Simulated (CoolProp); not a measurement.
Model: reference Helmholtz-energy equation of state, Thol 2015, in CoolProp.

Task: Give the vapour pressure (MPa), liquid density (kg/m³), enthalpy of vaporisation (kJ/kg), liquid cp (kJ/(kg K)) of saturated octamethylcyclotetrasiloxane (D4) at 461.3 K.

Result: 
```json
[
 {"T (K)": "461.3", "p (MPa)": "0.137", "liquid density (kg/m³)": "748", "enthalpy of vaporisation (kJ/kg)": "126", "liquid cp (kJ/(kg K))": "2.03"}
]
```
